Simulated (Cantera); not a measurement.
A perfectly stirred reactor is fed with CH₄ : H₂ : O₂ : N₂ = 1 : 0.18 : 3.87 : 14.6 (molar parts), equivalence ratio 0.54, at 1.00 bar; it is adiabatic with a 475 K inlet, and is followed from long to short residence time, starting on the burning branch (τ in s: 0.12, 0.052, 0.023, 0.01, 0.0046, 0.002, 0.0009, 0.0004, 0.00018, 7.8e-05, 3.5e-05, 1.5e-05, 6.8e-06).

Detailed kinetics in Cantera: GRI-Mech 3.0 (53 species, 325 reactions).

**Question.** What does this change do: pressure from 1.00 bar to 15.0 bar?

**Answer.** 
| quantity | before | after |
|---|---|---|
| blow-out, bracketed by the residence times tried | burning at 0.400 ms, out at 0.180 ms | burning at 0.900 ms, out at 0.400 ms |
| x(CH₄) at τ = 0.120 s | 1.13e-5 | 4.72e-6 |
| x(H₂) at τ = 0.120 s | 7.03e-5 | 5.15e-6 |
| x(O₂) at τ = 0.120 s | 0.0909 | 0.0910 |
| x(CH₂O) at τ = 0.120 s | 1.08e-6 | 4.62e-7 |
| x(CH₂) at τ = 0.120 s | 2.71e-8 | 1.80e-9 |
| x(CH₄) at τ = 0.900 ms | 0.000299 | 0.000326 |
| x(H₂) at τ = 0.900 ms | 0.00144 | 0.000241 |
| x(O₂) at τ = 0.900 ms | 0.0936 | 0.0934 |
| x(CH₂O) at τ = 0.900 ms | 3.24e-5 | 3.67e-5 |
| x(CH₂) at τ = 0.900 ms | 1.14e-6 | 1.68e-7 |
The pressure lies above the range GRI-Mech 3.0 was tuned for (to about 10 atm).
